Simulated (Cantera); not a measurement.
Gas activation for diamond growth

An isothermal, constant-pressure homogeneous reactor starts with 0.981 % CH4, 98.1 % H2, 0.912 % CO2, at 2275 K and 0.0133 bar.

Model: GRI-Mech 3.0 (53 species, 325 reactions), integrated in Cantera. Radical loss at walls, strong at low pressure, is not modelled.

| t (s) | x CH4 | x H2 | x CO2 | x H2O | x H | x C2H6 |
|---|---|---|---|---|---|---|
| 0.000800 | 0.00944 | 0.979 | 0.00886 | 0.000251 | 0.00187 | 2.91e-8 |
| 0.00284 | 0.00851 | 0.972 | 0.00643 | 0.00265 | 0.00637 | 1.70e-7 |
| 0.0101 | 0.00457 | 0.958 | 0.000241 | 0.00861 | 0.0165 | 1.58e-7 |
| 0.0357 | 0.000721 | 0.952 | 1.49e-5 | 0.00807 | 0.0250 | 5.87e-9 |
| 0.126 | 0.000220 | 0.945 | 1.34e-5 | 0.00596 | 0.0335 | 6.98e-10 |
| 0.449 | 6.44e-5 | 0.934 | 6.38e-6 | 0.00214 | 0.0465 | 7.63e-11 |
| 1.59 | 9.26e-6 | 0.918 | 7.86e-7 | 0.000233 | 0.0643 | 1.97e-12 |
| 5.64 | 1.04e-6 | 0.912 | 4.98e-9 | 1.45e-6 | 0.0707 | <1e-12 |
| 20.0 | 7.51e-7 | 0.912 | 1.04e-10 | 3.04e-8 | 0.0707 | <1e-12 |
x: mole fraction; the columns are a selection and need not sum to one.

Equilibrium at this temperature and pressure: CH4 7.57e-7, H2 0.912, CO2 1.05e-10, H2O 3.06e-8, H 0.0707, C2H6 <1e-12 (gas phase only).
